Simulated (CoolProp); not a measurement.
Aqueous calcium chloride as a coolant, at 34 °C, 1 atm.

Values from CoolProp's Melinder's fits for secondary coolants.

```
mass %  freezing point (°C)  density (kg/m³)  cp (kJ/(kg K))  viscosity (mPa s)  conductivity (W/(m K))
------  -------------------  ---------------  --------------  -----------------  ----------------------
5.4                    -2.6             1039           3.885              0.856                   0.615
7.6                    -4.0             1059           3.767              0.904                   0.612
9.8                    -5.7             1080             ___              0.960                   0.609
12                     -7.7             1101           3.531               1.03                   0.606
14.2                  -10.1             1121           3.416               1.11                   0.603
16.4                  -12.8              ___           3.306                ___                   0.600
18.7                  -16.1             1162           3.198               1.35                   0.597
20.9                  -19.9              ___           3.105               1.50                   0.594
23.1                  -24.3              ___           3.021               1.70                   0.591
25.3                  -29.9             1224           2.947               1.93                     ___
27.5                  -37.1             1247           2.881               2.21                   0.584
```

### Question
Some entries are withheld; supply them.

### Answer

- 9.8, cp (kJ/(kg K)): 3.649
- 16.4, density (kg/m³): 1141
- 16.4, viscosity (mPa s): 1.21
- 20.9, density (kg/m³): 1182
- 23.1, density (kg/m³): 1203
- 25.3, conductivity (W/(m K)): 0.587
